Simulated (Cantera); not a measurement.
A Cantera script and its output.

```python
import numpy as np
import cantera as ct

surf = ct.Interface("diamond.yaml", "diamond_100")
gas, bulk = surf.adjacent["gas"], surf.adjacent["diamond"]
k = surf.kinetics_species_index(bulk.species_names[0])
cover = ["c6HH", "c6H*", "c6*H", "c6**", "c6HM", "c6B"]

rows, drift = [], 0.0
print(f"{'xH':>10s}{'um/h':>11s}" + "".join(f"{s:>11s}" for s in cover))
for v in [0.0001, 0.0002, 0.00039, 0.00076, 0.0015, 0.0029, 0.0057, 0.011, 0.022]:
    T, P, xH, xCH3 = 1400, 1400, v, 0.0004
    gas.TPX = T, P, {"H": xH, "CH3": xCH3, "CH4": 0.0022, "H2": 1 - xH - xCH3 - 0.0022}
    surf.TP = bulk.TP = T, P
    surf.coverages = "c6H*:0.1, c6HH:0.9"
    surf.advance_coverages(100.0)
    before = surf.coverages
    surf.advance_coverages(100.0)
    drift = max(drift, np.max(np.abs(surf.coverages - before) / (surf.coverages + 1e-9)))
    rate = surf.net_production_rates[k] * bulk.mean_molecular_weight / bulk.density * 3.6e9
    rows.append([rate, *surf[cover].coverages])
    print(f"{v:10.4g}{rate:11.4e}" + "".join(f"{x:11.3e}" for x in rows[-1][1:]))
```

Result:

```
        xH       um/h       c6HH       c6H*       c6*H       c6**       c6HM        c6B
    0.0001 1.4240e-03  7.056e-01  2.867e-02  2.624e-01  3.245e-03  1.281e-05  3.864e-12
    0.0002 6.8623e-03  5.948e-01  3.910e-02  3.579e-01  7.980e-03  1.755e-05  1.862e-11
   0.00039 2.6083e-02  4.995e-01  4.766e-02  4.363e-01  1.612e-02  2.163e-05  7.078e-11
   0.00076 8.0893e-02  4.287e-01  5.350e-02  4.897e-01  2.739e-02  2.499e-05  2.195e-10
    0.0015 2.0611e-01  3.821e-01  5.685e-02  5.203e-01  3.981e-02  2.819e-05  5.593e-10
    0.0029 4.1520e-01  3.553e-01  5.847e-02  5.351e-01  5.015e-02  3.172e-05  1.127e-09
    0.0057 7.0157e-01  3.399e-01  5.926e-02  5.423e-01  5.775e-02  3.579e-05  1.904e-09
     0.011 1.0002e+00  3.318e-01  5.963e-02  5.455e-01  6.242e-02  3.950e-05  2.714e-09
     0.022 1.2961e+00  3.273e-01  5.984e-02  5.471e-01  6.529e-02  4.234e-05  3.517e-09
```

Model: the Harris–Goodwin 1993 mechanism for the reconstructed diamond (100) surface, integrated in Cantera.
